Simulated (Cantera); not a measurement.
Input: 1 mol H₂S, 0.31 mol H₂O, 0.25 mol N₂, held at 1330 Pa.

Cantera equilibrium calculation (NASA polynomials, part measured and part estimated; ideal gas, pure solids and liquids). Candidate condensed phases: H₂O, H₂SO₄, S; 35 gas species. The numbers say what is thermodynamically allowed, not how fast it happens.

Problem. At 2475 °C, list the 6 most abundant gas species with their mole fractions, and the condensed phases.

Solution. H 0.302, H₂ 0.264, S 0.185, N₂ 0.0865, SO 0.0617, S₂ 0.0356. Condensed: gas only.
